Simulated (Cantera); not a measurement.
A Cantera script and its output.

```python
import numpy as np
import cantera as ct

gas = ct.Solution("gri30.yaml", transport_model="mixture-averaged")
show = ['H2', 'C2H2', 'OH']

rows = []
print(f"{'T/K':>7s}{'rho':>11s}{'cp':>10s}{'mu':>11s}{'lambda':>11s}{'Pr':>7s}" + "".join(f"{'D_' + s:>11s}" for s in show))
for T in [400, 650, 900, 1150, 1400, 1650, 1900, 2150, 2400]:
    gas.TPX = T, 500000, {'N2O': 0.43, 'O2': 0.97}
    Pr = gas.cp_mass * gas.viscosity / gas.thermal_conductivity
    D = [gas.mix_diff_coeffs_mole[gas.species_index(s)] for s in show]
    rows.append([gas.density, gas.cp_mass, gas.viscosity, gas.thermal_conductivity, Pr, *D])
    print(f"{T:7g}{gas.density:11.4e}{gas.cp_mass:10.1f}{gas.viscosity:11.4e}"
          f"{gas.thermal_conductivity:11.4e}{Pr:7.3f}" + "".join(f"{d:11.4e}" for d in D))
print("SI units: kg/m3, J/kg/K, Pa s, W/m/K, m2/s")
```

Output:

```
    T/K        rho        cp         mu     lambda     Pr       D_H2     D_C2H2       D_OH
    400 5.3654e+00     952.3 2.3266e-05 3.1009e-02  0.715 2.4990e-05 5.1504e-06 9.8908e-06
    650 3.3018e+00    1058.8 3.3423e-05 4.9275e-02  0.718 5.6625e-05 1.2190e-05 2.2724e-05
    900 2.3846e+00    1131.6 4.1925e-05 6.5708e-02  0.722 9.7421e-05 2.1342e-05 3.9293e-05
   1150 1.8662e+00    1175.4 4.9462e-05 8.0589e-02  0.721 1.4637e-04 3.2338e-05 5.9171e-05
   1400 1.5330e+00    1207.1 5.6349e-05 9.4331e-02  0.721 2.0281e-04 4.5012e-05 8.2082e-05
   1650 1.3007e+00    1232.5 6.2765e-05 1.0726e-01  0.721 2.6625e-04 5.9246e-05 1.0783e-04
   1900 1.1296e+00    1253.5 6.8816e-05 1.1959e-01  0.721 3.3630e-04 7.4954e-05 1.3625e-04
   2150 9.9821e-01    1271.4 7.4575e-05 1.3152e-01  0.721 4.1265e-04 9.2068e-05 1.6722e-04
   2400 8.9423e-01    1287.3 8.0094e-05 1.4314e-01  0.720 4.9503e-04 1.1053e-04 2.0063e-04
SI units: kg/m3, J/kg/K, Pa s, W/m/K, m2/s
```

Cantera simulation using GRI-Mech 3.0 (53 species, 325 reactions); the numbers are that mechanism's predictions, not measurements. The composition is frozen, though it would react at the higher temperatures.
